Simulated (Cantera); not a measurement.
Input (Python, Cantera) and output of one run.

```python
import numpy as np
import cantera as ct

gas_names = """
    CL CL2 H HCL H2 Si SiCL SiCL2 SiCL3 SiCL4 SiH SiHCL3 SiH2 SiH2CL2 SiH3 SiH3CL SiH4 Si2 Si3
""".split()
cond_names = """
    Si(cr) Si(L)
""".split()


# ... load() reads the species with a 1 bar reference pressure and builds the phases ...
atoms = {
    'Si': {'Si': 1},
    'Cl2': {'CL': 2},
    'H2': {'H': 2},
}
top_T = {}  # K; cautious upper limits of use, not melting points


# ... equilibrate(T, P, feed) seeds the gas with the atoms and calls Mixture.equilibrate('TP', solver="gibbs", rtol=1e-10, max_steps=50000) ...
results = []
feed = {'Si': 1, 'Cl2': 0.82, 'H2': 3.5}  # mol
T = 1748  # K
P = 18000  # Pa
mix = equilibrate(T, P, feed)
results.append((T, P, feed, dict(zip(mix.species_names, mix.species_moles))))
x = sorted(zip(gas.X, gas.species_names), reverse=True)
print(f"T = {T:g} K  P = {P:g} Pa  gas = {mix.phase_moles(0):.4g} mol")
print("   x: " + "  ".join(f"{s} {v:.3e}" for v, s in x if v > 0.0001))
print("   condensed (mol): " + ("  ".join(f"{mix.phase(i).name} {mix.phase_moles(i):.4g}"
      for i in range(1, mix.n_phases) if mix.phase_moles(i) > 1e-12) or "none"))
```

Output:

```
T = 1748 K  P = 18000 Pa  gas = 4.306 mol
   x: H2 7.361e-01  HCL 1.523e-01  SiCL2 1.050e-01  SiCL3 5.051e-03  H 4.620e-04  SiHCL3 4.611e-04  SiCL4 4.336e-04
   condensed (mol): Si(L) 0.5215
```

Method: chemical equilibrium by Gibbs-energy minimisation in Cantera with the NASA 1993 tables (ideal gas, pure condensed phases). The tables' values for SiCl3, SiCl are old estimates; treat these amounts as uncertain. Gases not in the tables: Si2H6 and higher silanes.
